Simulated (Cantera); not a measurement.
Input: 1 mol SiCl4, 0.36 mol C2H4, a varied amount of H2, held at 2500 K and 0.560 bar.

Method: chemical equilibrium by Gibbs-energy minimisation in Cantera with the NASA 1993 tables (ideal gas, pure condensed phases). Candidate condensed phases: C, C6H6, C7H8, C8H18, Si, SiC; 109 gas species. The tables' values for SiCl, SiCl3 are old estimates; treat these amounts as uncertain. Gases not in the tables: Si2H6 and higher silanes. Equilibrium is a limit: real reactors are often held back by kinetics, nucleation or transport.

x: gas mole fraction; n: condensed amount in mol.

| n(H2) (mol) | x H2 | x HCl | x H | x SiCl2 | n SiC(s) |
|---|---|---|---|---|---|
| 11 | 0.705 | 0.221 | 0.0282 | 0.0274 | ___ |
| 38 | 0.869 | 0.0822 | 0.0313 | 0.00529 | ___ |
| 65 | 0.904 | 0.0515 | 0.0319 | 0.00213 | ___ |
| 92 | 0.919 | 0.0376 | 0.0322 | 0.00112 | ___ |
| 120 | 0.928 | 0.0294 | 0.0324 | 0.000669 | 0 |
| 150 | 0.935 | 0.0240 | 0.0325 | 0.000384 | 0 |
| 170 | 0.938 | 0.0214 | 0.0325 | 0.000279 | 0 |
| 200 | 0.942 | 0.0183 | 0.0326 | 0.000182 | 0 |
| 230 | 0.946 | 0.0161 | 0.0327 | 0.000126 | 0 |

Problem. What belongs in the gaps?

Solution. 
- 11, n SiC(s): 0.528
- 38, n SiC(s): 0.459
- 65, n SiC(s): 0.317
- 92, n SiC(s): 0.155
